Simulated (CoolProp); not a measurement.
Vapour-liquid equilibrium of n-octane (1) + n-dodecane (2) at 479.6 K; x and y are mole fractions of (1).

Values from CoolProp's multi-fluid Helmholtz-energy mixture model, Beckmüller 2019 and Lemmon 2004; pair parameters Bell 2016.

```json
[
 {"x": "0.05", "bubble pressure (bar)": "1.008", "y at the bubble point": "0.236", "dew pressure at overall composition x (bar)": "0.8340", "liquid density (mol/L)": "3.587"},
 {"x": "0.15", "bubble pressure (bar)": "1.449", "y at the bubble point": "0.510", "dew pressure at overall composition x (bar)": "0.9193", "liquid density (mol/L)": "3.682"},
 {"x": "0.25", "bubble pressure (bar)": "1.917", "y at the bubble point": "0.663", "dew pressure at overall composition x (bar)": "1.024", "liquid density (mol/L)": "3.780"},
 {"x": "0.35", "bubble pressure (bar)": "2.410", "y at the bubble point": "0.761", "dew pressure at overall composition x (bar)": "1.154", "liquid density (mol/L)": "3.882"},
 {"x": "0.45", "bubble pressure (bar)": "2.930", "y at the bubble point": "0.829", "dew pressure at overall composition x (bar)": "1.323", "liquid density (mol/L)": "3.987"},
 {"x": "0.55", "bubble pressure (bar)": "3.474", "y at the bubble point": "0.878", "dew pressure at overall composition x (bar)": "1.548", "liquid density (mol/L)": "4.094"},
 {"x": "0.65", "bubble pressure (bar)": "4.042", "y at the bubble point": "0.916", "dew pressure at overall composition x (bar)": "1.864", "liquid density (mol/L)": "4.202"},
 {"x": "0.75", "bubble pressure (bar)": "4.633", "y at the bubble point": "0.946", "dew pressure at overall composition x (bar)": "2.342", "liquid density (mol/L)": "4.312"},
 {"x": "0.85", "bubble pressure (bar)": "5.247", "y at the bubble point": "0.970", "dew pressure at overall composition x (bar)": "3.142", "liquid density (mol/L)": "4.420"},
 {"x": "0.95", "bubble pressure (bar)": "5.885", "y at the bubble point": "0.991", "dew pressure at overall composition x (bar)": "4.729", "liquid density (mol/L)": "4.525"}
]
```

No azeotrope shows between x = 0.05 and 0.95.

The pair parameters rest on a limited set of measurements; away from them the model extrapolates.
